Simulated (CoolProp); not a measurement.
Cyclohexane at 496.01 K and 2.78 MPa is throttled through a valve to 0.727 MPa with no heat exchange. Each further row changes one setting.

The numbers come from the reference Helmholtz-energy equation of state, Zhou 2014 in CoolProp.

| case | temperature change (K) | final phase | final density (kg/m³) |
|---|---|---|---|
| as stated | ? | ? | 34.2 |
| outlet pressure 0.218 MPa | -114.3 | two-phase, vapour fraction 0.889 | 6.94 |
| outlet pressure 0.945 MPa | -44.2 | two-phase, vapour fraction 0.456 | ? |

### Question
Complete the blanks.

### Answer

- as stated, temperature change (K): -58.7
- as stated, final phase: two-phase, vapour fraction 0.566
- outlet pressure 0.945 MPa, final density (kg/m³): 53.9
